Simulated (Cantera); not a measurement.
Cantera run:

```python
import numpy as np
import cantera as ct

gas_names = """
    Ca CaF CaF2 CaO CaOH CaO2H2 Ca2 F FO FO2 F2 F2O H HF HOF HO2 H2 H2F2 H2O H2O2 H3F3 H4F4 H5F5 H6F6
    H7F7 O OH O2 O3
""".split()
cond_names = """
    Ca(a) Ca(b) Ca(L) CaF2(a) CaF2(b) CaF2(L) CaO(s) CaO(L) CaO2H2(s) H2O(s) H2O(L)
""".split()


# ... load() reads the species with a 1 bar reference pressure and builds the phases ...
atoms = {
    'CaF2': {'Ca': 1, 'F': 2},
    'O2': {'O': 2},
    'H2': {'H': 2},
    'H2O': {'H': 2, 'O': 1},
}
top_T = {}  # K; cautious upper limits of use, not melting points


# ... equilibrate(T, P, feed) seeds the gas with the atoms and calls Mixture.equilibrate('TP', solver="vcs", rtol=1e-11, max_steps=5000) ...
results = []
feed = {'CaF2': 1, 'O2': 5.7, 'H2': 1.4, 'H2O': 1.1}  # mol
P = 0.14  # Pa
for T in [950, 1000, 1050, 1100, 1150, 1200, 1250, 1300, 1350, 1400, 1450, 1500, 1550, 1600]:
    mix = equilibrate(T, P, feed)
    results.append((T, P, feed, dict(zip(mix.species_names, mix.species_moles))))

top = {s: max(r[3][s] / sum(r[3][g] for g in gas_names) for r in results) for s in gas_names}
cols = sorted((s for s in top if top[s] > 0.0001), key=lambda s: -top[s])[:7]
seen = [c for c in cond_names if any(r[3].get(c, 0) > 1e-12 for r in results)]
print("log10 of partial pressures in bar; condensed amounts in mol")
print(f"{'T/K':>10s}" + "".join(f"{s[:9]:>10s}" for s in cols + seen))
for T, P, feed, n in results:
    ng = sum(n[g] for g in gas_names)
    print(f"{T:10.4g}" + "".join(f"{np.log10(max(n[s] / ng * P / 1e5, 1e-99)):10.3f}" for s in cols)
          + "".join(f"{n.get(c, 0):10.4g}" for c in seen))
```

Output:

```
log10 of partial pressures in bar; condensed amounts in mol
       T/K        O2       H2O        HF         O        OH      CaF2         H   CaF2(a)    CaO(s)
       950    -6.033    -6.341    -7.778   -13.514   -11.396   -14.066   -16.287    0.9551   0.04494
      1000    -6.036    -6.357    -7.397   -12.822   -10.957   -12.897   -15.343    0.8912    0.1088
      1050    -6.044    -6.388    -7.063   -12.197   -10.571   -11.844   -14.495    0.7611    0.2389
      1100    -6.057    -6.450    -6.777   -11.631   -10.237   -10.890   -13.738    0.5237    0.4762
      1150    -6.077    -6.559    -6.543   -11.119    -9.961   -10.023   -13.071    0.1454     0.854
      1200    -6.084    -6.607    -6.483   -10.643    -9.679    -9.590   -12.435         0    0.9984
      1250    -6.084    -6.607    -6.483   -10.202    -9.396    -9.349   -11.829         0    0.9973
      1300    -6.085    -6.607    -6.484    -9.795    -9.134    -9.129   -11.269         0    0.9955
      1350    -6.085    -6.607    -6.486    -9.417    -8.892    -8.927   -10.750         0    0.9928
      1400    -6.085    -6.607    -6.487    -9.066    -8.667    -8.741   -10.267         0     0.989
      1450    -6.086    -6.607    -6.490    -8.740    -8.458    -8.572    -9.818         0    0.9837
      1500    -6.087    -6.608    -6.494    -8.436    -8.263    -8.416    -9.398         0    0.9766
      1550    -6.089    -6.610    -6.499    -8.151    -8.081    -8.273    -9.005         0    0.9674
      1600    -6.092    -6.614    -6.506    -7.885    -7.913    -8.142    -8.638         0    0.9557
```

Cantera equilibrium calculation (NASA polynomials, part measured and part estimated; ideal gas, pure solids and liquids). Mutual solubility and eutectic melting of coexisting phases are not modelled.
